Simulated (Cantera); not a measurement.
An isothermal, constant-pressure homogeneous reactor starts with 43.5 % CH4, 56.5 % H2O, at 1475 K and 750 Torr.

Detailed kinetics in Cantera: GRI-Mech 3.0 (53 species, 325 reactions).

x: mole fraction; the columns are a selection and need not sum to one.

| t (s) | x CH4 | x H2O | x H2O2 | x CO2 | x H2 |
|---|---|---|---|---|---|
| 7.00e-6 | 0.435 | 0.565 | <1e-12 | <1e-12 | 1.67e-6 |
| 3.65e-5 | 0.435 | 0.565 | <1e-12 | <1e-12 | 8.83e-6 |
| 0.000190 | 0.435 | 0.565 | <1e-12 | <1e-12 | 4.83e-5 |
| 0.000993 | 0.434 | 0.565 | <1e-12 | 3.90e-12 | 0.000292 |
| 0.00518 | 0.431 | 0.565 | <1e-12 | 2.65e-9 | 0.00212 |
| 0.0270 | 0.412 | 0.559 | <1e-12 | 7.43e-7 | 0.0196 |
| 0.141 | ? | 0.527 | <1e-12 | ? | ? |
| 0.735 | 0.182 | 0.458 | <1e-12 | 0.00109 | 0.268 |
| 3.83 | 0.0934 | 0.362 | <1e-12 | 0.0107 | 0.408 |
| 20.0 | ? | ? | <1e-12 | ? | ? |

Problem. Complete the blanks.

Solution. 
- 0.141, x CH4: 0.334
- 0.141, x CO2: 3.60e-5
- 0.141, x H2: 0.103
- 20.0, x CH4: 0.0821
- 20.0, x H2O: 0.234
- 20.0, x CO2: 0.0194
- 20.0, x H2: 0.516
